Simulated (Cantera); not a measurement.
Transport properties of process gases

Gas mixture: C2H4 : H2 = 0.18 : 0.44 (molar parts), at 110 Pa, frozen composition.

Cantera's kinetic-theory transport with the Lennard-Jones parameters of GRI-Mech 3.0, ideal gas; thermal conductivity in the mixture-averaged form. The composition is frozen, though it would react at the higher temperatures.

```
T (K)  ρ (kg/m³)  cp (J/kg/K)  μ (µPa s)  λ (mW/m/K)     Pr  D (cm²/s) CH3  D (cm²/s) H  D (cm²/s) NH3
-----  ---------  -----------  ---------  ----------  -----  -------------  -----------  -------------
400     0.000317         3766       13.9         129  0.406            580         2370            588
650     0.000195         4435       20.5         202  0.449           1360         5510           1450
900     0.000141         4915       26.0         271  0.472           2370         9580           2600
1150    0.000110         5313       30.9         337  0.486           3580        14500           3990
1400     9.05e-5         5624       35.3         402  0.494           4980        20100           5590
1650     7.68e-5         5870       39.4         465  0.498           6560        26400           7400
1900     6.67e-5         6065       43.3         526  0.499           8290        33400           9390
2150     5.89e-5         6220       47.0         585  0.500          10200        41000          11600
2400     5.28e-5         6345       50.5         642  0.499          12200        49300          13900
```
D: mixture-averaged diffusion coefficient of that species in the mixture.
